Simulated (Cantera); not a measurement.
Input: 1 mol TiO2, a varied amount of C, 4.5 mol H2, at 2048.15 K and 10.0 Torr.

These are equilibrium values from Cantera (NASA tables, ideal gas, pure condensed phases), not measurements of a reactor. Candidate condensed phases: C, C6H6, C7H8, C8H18, H2O, Ti, TiC, TiO, TiO2, Ti2O3, Ti3O5, Ti4O7; 113 gas species. Mutual solubility and eutectic melting of coexisting phases are not modelled. TiC, TiO: taken at fixed stoichiometry. Condensed phases not in the tables: solid solutions among these carbides, nitrides and lower oxides. The numbers say what is thermodynamically allowed, not how fast it happens.

Task: At 2 mol C, list the 6 most abundant gas species with their mole fractions, and the condensed phases.

Result: H2 0.735, CO 0.248, H 0.0166, TiO 0.000112, H2O 6.06e-5, Ti 3.65e-5. Condensed: TiC(s) + TiO(l).
